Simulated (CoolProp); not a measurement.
Saturation properties of C3F8 (R218).

The numbers come from the reference Helmholtz-energy equation of state, Lemmon 2006 in CoolProp. It is a short technical equation, of lower accuracy than the large ones.

```json
[
 {"T (°C)": "-65.45", "p (kPa)": "22.33", "vapour density (kg/m³)": "2.479", "enthalpy of vaporisation (kJ/kg)": "114.9"},
 {"T (°C)": "-50.25", "p (kPa)": "52.75", "vapour density (kg/m³)": "5.542", "enthalpy of vaporisation (kJ/kg)": "…"},
 {"T (°C)": "-35.05", "p (kPa)": "109.5", "vapour density (kg/m³)": "11.02", "enthalpy of vaporisation (kJ/kg)": "104.5"},
 {"T (°C)": "-19.95", "p (kPa)": "204.7", "vapour density (kg/m³)": "19.99", "enthalpy of vaporisation (kJ/kg)": "98.64"},
 {"T (°C)": "-4.75", "p (kPa)": "354.2", "vapour density (kg/m³)": "34.07", "enthalpy of vaporisation (kJ/kg)": "…"},
 {"T (°C)": "10.45", "p (kPa)": "574.0", "vapour density (kg/m³)": "…", "enthalpy of vaporisation (kJ/kg)": "84.51"},
 {"T (°C)": "25.55", "p (kPa)": "880.4", "vapour density (kg/m³)": "87.13", "enthalpy of vaporisation (kJ/kg)": "…"},
 {"T (°C)": "40.75", "p (kPa)": "1298", "vapour density (kg/m³)": "136.7", "enthalpy of vaporisation (kJ/kg)": "64.56"}
]
```

**Question.** What belongs in the gaps?

**Answer.** 
- -50.25, enthalpy of vaporisation (kJ/kg): 109.9
- -4.75, enthalpy of vaporisation (kJ/kg): 92.05
- 10.45, vapour density (kg/m³): 55.36
- 25.55, enthalpy of vaporisation (kJ/kg): 75.66

It boils at -36.8 °C under 1 atm.
